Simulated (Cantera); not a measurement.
# Premixed flame

A freely propagating, adiabatic, planar premixed flame of H2 : O2 : N2 = 1 : 0.385 : 1.45 (molar parts), unburnt at 300 K and 5.00 bar; mixture-averaged transport, grid criteria slope 0.08 and curve 0.16, no radiation.

Detailed kinetics in Cantera: the H2/O2 subset of GRI-Mech 3.0, which has no nitrogen chemistry. The hydrogen kinetics of GRI-Mech 3.0 are dated; newer H2 mechanisms differ, most at raised pressure. Burning velocities carry a grid error of a few per cent, more on coarse grids.

```json
[
 {"z (mm)": "-0.132", "T (K)": "300", "u (m/s)": "2.77", "x H2": "0.353", "x O2": "0.136", "x HO2": "<1e-8", "x H2O": "<1e-8", "x O": "<1e-8", "x H": "<1e-8"},
 {"z (mm)": "-0.0883", "T (K)": "300", "u (m/s)": "2.77", "x H2": "0.353", "x O2": "0.136", "x HO2": "<1e-8", "x H2O": "3.57e-8", "x O": "<1e-8", "x H": "<1e-8"},
 {"z (mm)": "-0.0662", "T (K)": "300", "u (m/s)": "2.77", "x H2": "0.352", "x O2": "0.136", "x HO2": "2.49e-8", "x H2O": "4.75e-7", "x O": "<1e-8", "x H": "<1e-8"},
 {"z (mm)": "-0.0442", "T (K)": "302", "u (m/s)": "2.78", "x H2": "0.351", "x O2": "0.136", "x HO2": "1.02e-6", "x H2O": "1.73e-5", "x O": "4.25e-8", "x H": "<1e-8"},
 {"z (mm)": "-0.0221", "T (K)": "357", "u (m/s)": "3.21", "x H2": "0.331", "x O2": "0.140", "x HO2": "0.000155", "x H2O": "0.00192", "x O": "2.45e-6", "x H": "2.76e-7"},
 {"z (mm)": "-0.0110", "T (K)": "681", "u (m/s)": "5.86", "x H2": "0.285", "x O2": "0.134", "x HO2": "0.00121", "x H2O": "0.0292", "x O": "0.000130", "x H": "0.00101"},
 {"z (mm)": "0", "T (K)": "1172", "u (m/s)": "9.79", "x H2": "0.217", "x O2": "0.105", "x HO2": "0.000506", "x H2O": "0.100", "x O": "0.00137", "x H": "0.0110"},
 {"z (mm)": "0.0110", "T (K)": "1524", "u (m/s)": "12.6", "x H2": "0.153", "x O2": "0.0624", "x HO2": "0.000237", "x H2O": "0.181", "x O": "0.00355", "x H": "0.0257"},
 {"z (mm)": "0.0221", "T (K)": "1731", "u (m/s)": "14.2", "x H2": "0.112", "x O2": "0.0310", "x HO2": "0.000107", "x H2O": "0.237", "x O": "0.00422", "x H": "0.0344"},
 {"z (mm)": "0.0442", "T (K)": "1923", "u (m/s)": "15.7", "x H2": "0.0870", "x O2": "0.00951", "x HO2": "2.96e-5", "x H2O": "0.277", "x O": "0.00352", "x H": "0.0343"},
 {"z (mm)": "0.0883", "T (K)": "2077", "u (m/s)": "16.8", "x H2": "0.0838", "x O2": "0.00368", "x HO2": "1.08e-5", "x H2O": "0.292", "x O": "0.00220", "x H": "0.0251"},
 {"z (mm)": "0.177", "T (K)": "2196", "u (m/s)": "17.7", "x H2": "0.0843", "x O2": "0.00178", "x HO2": "4.91e-6", "x H2O": "0.301", "x O": "0.00107", "x H": "0.0161"},
 {"z (mm)": "0.353", "T (K)": "2276", "u (m/s)": "18.2", "x H2": "0.0846", "x O2": "0.000746", "x HO2": "1.93e-6", "x H2O": "0.308", "x O": "0.000435", "x H": "0.00970"}
]
```
x: mole fraction of selected species; z is measured from the peak of heat release.

```json
{
 "laminar_burning_velocity": "277 cm/s",
 "thermal_thickness": "0.0442 mm",
 "peak x(HO2)": "0.00124",
 "peak x(O)": "0.00422",
 "peak x(H)": "0.0361",
 "grid_points": "111"
}
```
